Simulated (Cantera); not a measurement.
Input: 1 mol CH3OH, 0.63 mol H2O, 82 mol H2, at 0.00133 bar.

Equilibrium computed with Cantera from the NASA thermochemical tables; the gas is ideal and each condensed phase is pure. Candidate condensed phases: C, C6H6, C7H8, C8H18, H2O; 131 gas species. Ions and electrons are included (thermal ionisation). Kinetics and transport are ignored.

x: gas mole fraction; nothing condenses.

| T (K) | x H | x H2 | x CO | x O |
|---|---|---|---|---|
| 2000 | 0.0431 | 0.938 | 0.0114 | 1.10e-6 |
| 2500 | 0.486 | 0.499 | 0.00881 | 0.000539 |
| 3000 | 0.943 | 0.0475 | 0.00613 | 0.00353 |
| 3500 | 0.987 | 0.00372 | 0.00587 | 0.00368 |
| 4000 | 0.990 | ? | 0.00570 | 0.00384 |
| 4500 | 0.988 | ? | ? | ? |
| 5000 | 0.985 | 3.13e-5 | 0.000582 | 0.00890 |

### Question
What belongs in the gaps?

### Answer

- 4000, x H2: 0.000514
- 4500, x H2: 0.000109
- 4500, x CO: 0.00347
- 4500, x O: 0.00604
